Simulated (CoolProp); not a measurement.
Saturation properties of R152A (Tc = 386.4 K, pc = 45.17 bar, ω = 0.275).

Computed with CoolProp (reference Helmholtz-energy equation of state, Outcalt 1996). It is a modified Benedict-Webb-Rubin equation, recast in Helmholtz form.

```
T (K)  p (bar)  vapour Z  liquid conductivity (mW/(m K))
-----  -------  --------  ------------------------------
208.4   0.1100    0.9909                             147
227.2   0.3440    0.9796                             136
246     0.8804    0.9610                             126
264.8    1.935    0.9337                             116
283.5    3.771    0.8968                             108
302.3    6.732    0.8488                            99.2
321.1    11.18    0.7885                            91.1
339.9    17.54    0.7129                            83.2
358.6    26.24    0.6161                            75.2
```

It boils at 249.1 K under 1 atm.

Thermal conductivity comes from a separate model (Krauss 1996).
